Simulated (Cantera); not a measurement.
Feed: 1 mol PbO, 0.23 mol CO, 0.19 mol H2, 1.6 mol O2, at 1330 Pa.

These are equilibrium values from Cantera (NASA tables, ideal gas, pure condensed phases), not measurements of a reactor. Candidate condensed phases: C, C6H6, C7H8, C8H18, H2O, Pb, PbO, PbO2, Pb3O4; 113 gas species. Gases not in the tables: (PbO)n polymers. The numbers say what is thermodynamically allowed, not how fast it happens.

log p: log10 of the partial pressure in bar; n: condensed amount in mol.

```tsv
T (K)	log p O2	log p CO2	log p H2O	log p PbO	log p Pb	log p OH	log p O	n PbO(yellow)	n PbO(l)
1025	-1.99	-2.77	-2.85	-6.16	?	-7.99	-10.48	1.000	0
1050	-1.99	-2.77	-2.85	-5.83	?	-7.79	-10.17	1.000	0
1075	-1.99	-2.77	-2.85	-5.51	?	-7.60	-9.88	1.000	0
1100	-1.99	-2.77	-2.85	-5.21	?	-7.42	-9.60	0.999	0
1125	-1.99	-2.77	-2.85	-4.92	?	-7.25	-9.33	0.998	0
1150	-1.99	-2.77	-2.85	-4.64	?	-7.09	-9.08	0.997	0
1175	-1.99	-2.77	-2.86	-4.39	?	-6.93	-8.83	0	0.994
1200	-1.99	-2.77	-2.86	-4.17	?	-6.78	-8.60	0	0.991
1225	-1.99	-2.77	-2.86	-3.95	?	-6.64	-8.37	0	0.984
1250	-2.00	-2.78	-2.86	-3.74	?	-6.50	-8.16	0	0.975
1275	-2.00	-2.78	-2.86	-3.54	?	-6.37	-7.95	0	0.959
1300	-2.00	-2.79	-2.87	-3.35	?	-6.25	-7.75	0	0.936
1325	-2.01	-2.79	-2.88	-3.16	?	-6.13	-7.57	0	0.900
```

Some entries are withheld; supply them.


- 1025, log p Pb: -9.51
- 1050, log p Pb: -9.02
- 1075, log p Pb: -8.56
- 1100, log p Pb: -8.12
- 1125, log p Pb: -7.69
- 1150, log p Pb: -7.29
- 1175, log p Pb: -6.92
- 1200, log p Pb: -6.57
- 1225, log p Pb: -6.24
- 1250, log p Pb: -5.93
- 1275, log p Pb: -5.62
- 1300, log p Pb: -5.33
- 1325, log p Pb: -5.04
